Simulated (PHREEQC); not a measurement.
Solution (25 °C): 0.0038 mol KOH, 0.0016 mol NaAlO2 and 0.00092 mol (CH3)4NCl per kg of water. Closed to the air; pH follows from the charge balance.

Computed with PHREEQC (ion-association model, phreeqc.dat).

Each row changes one thing in this solution. No solid was allowed to form.

| case | pH | ionic strength (mol/kgw) | SI of Sylvite (KCl) |
|---|---|---|---|
| as made | 11.54 | 0.00632 | -6.43 |
| temperature from 25 to 20 °C | 11.71 | 0.00632 | -6.40 |
| temperature from 25 to 65 °C | 10.44 | 0.00632 | -6.61 |
| 0.00046 mol/kgw NH4Br added | 11.48 | 0.00632 | -6.43 |
| NaAlO2 from 0.0016 to 0.00144 mol/kgw | 11.54 | 0.00616 | -6.43 |
| NaAlO2 from 0.0016 to 0.00032 mol/kgw | 11.54 | 0.00504 | -6.42 |
| NaAlO2 left out | 11.54 | 0.00472 | -6.42 |

Some of these states are supersaturated (in Gibbsite (slow to form), for instance). (CH3)4N+ isn't in the database: it is added as a free cation with an ion size of 4 Å. Away from 25 °C the constants follow the database's enthalpies or fits; those with neither stay at their 25 °C values.
